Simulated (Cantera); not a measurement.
Chemical vapour transport: MgO + I2 + O2

A closed system holds: 1 mol MgO, 0.17 mol I2, 0.017 mol O2, at 10.0 Torr.

These are equilibrium values from Cantera (NASA tables, ideal gas, pure condensed phases), not measurements of a reactor. Candidate condensed phases: I2, Mg, MgI2, MgO; 10 gas species. Equilibrium is a limit: real reactors are often held back by kinetics, nucleation or transport.

From 600 °C to 1150 °C the condensed part is MgO(s).

```json
[
 {"T (°C)": "600", "x I": "0.112", "x I2": "0.802", "x O2": "0.0858", "x O": "4.82e-12", "x MgI2": "<1e-12", "n MgO(s)": "1.00"},
 {"T (°C)": "650", "x I": "0.190", "x I2": "0.728", "x O2": "0.0823", "x O": "3.10e-11", "x MgI2": "<1e-12", "n MgO(s)": "1.00"},
 {"T (°C)": "700", "x I": "0.295", "x I2": "0.628", "x O2": "0.0775", "x O": "1.63e-10", "x MgI2": "<1e-12", "n MgO(s)": "1.00"},
 {"T (°C)": "750", "x I": "0.421", "x I2": "0.507", "x O2": "0.0718", "x O": "7.22e-10", "x MgI2": "4.64e-12", "n MgO(s)": "1.00"},
 {"T (°C)": "800", "x I": "0.556", "x I2": "0.379", "x O2": "0.0657", "x O": "2.76e-9", "x MgI2": "2.80e-11", "n MgO(s)": "1.00"},
 {"T (°C)": "850", "x I": "0.678", "x I2": "0.262", "x O2": "0.0601", "x O": "9.34e-9", "x MgI2": "1.30e-10", "n MgO(s)": "1.00"},
 {"T (°C)": "900", "x I": "0.775", "x I2": "0.169", "x O2": "0.0557", "x O": "2.85e-8", "x MgI2": "4.77e-10", "n MgO(s)": "1.00"},
 {"T (°C)": "950", "x I": "0.843", "x I2": "0.104", "x O2": "0.0526", "x O": "8.02e-8", "x MgI2": "1.44e-9", "n MgO(s)": "1.00"},
 {"T (°C)": "1000", "x I": "0.886", "x I2": "0.0635", "x O2": "0.0506", "x O": "2.10e-7", "x MgI2": "3.74e-9", "n MgO(s)": "1.00"},
 {"T (°C)": "1050", "x I": "0.912", "x I2": "0.0387", "x O2": "0.0495", "x O": "5.12e-7", "x MgI2": "8.66e-9", "n MgO(s)": "1.00"},
 {"T (°C)": "1100", "x I": "0.927", "x I2": "0.0240", "x O2": "0.0488", "x O": "1.18e-6", "x MgI2": "1.84e-8", "n MgO(s)": "1.00"},
 {"T (°C)": "1150", "x I": "0.937", "x I2": "0.0152", "x O2": "0.0483", "x O": "2.56e-6", "x MgI2": "3.64e-8", "n MgO(s)": "1.00"}
]
```
x: gas mole fraction; n: condensed amount in mol.
